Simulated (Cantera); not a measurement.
# Calcination and drying: Mg(OH)₂ + C + H₂O

Input: 1 mol Mg(OH)₂, 0.052 mol C, 0.26 mol H₂O, equilibrated at 1325 °C and 1.00 bar.

Method: chemical equilibrium by Gibbs-energy minimisation in Cantera with the NASA 1993 tables (ideal gas, pure condensed phases). Candidate condensed phases: C, C₆H₆, C₇H₈, C₈H₁₈, H₂O, Mg, MgCO₃, MgO, Mg(OH)₂; 116 gas species. Kinetics and transport are ignored.

| Property | Result |
|---|---|
| x(H₂O) | 0.889 |
| x(H₂) | 0.0716 |
| x(CO₂) | 0.0319 |
| x(CO) | 0.00770 |
| x(H) | 1.42e-5 |
| x(OH) | 6.88e-6 |
| n(MgO(s)) | 1.000 mol |
| gas amount | 1.312 mol |
| log10 activity of C(graphite) (absent) | -6.26 |
| log10 activity of Mg(l) (absent) | -9.77 |
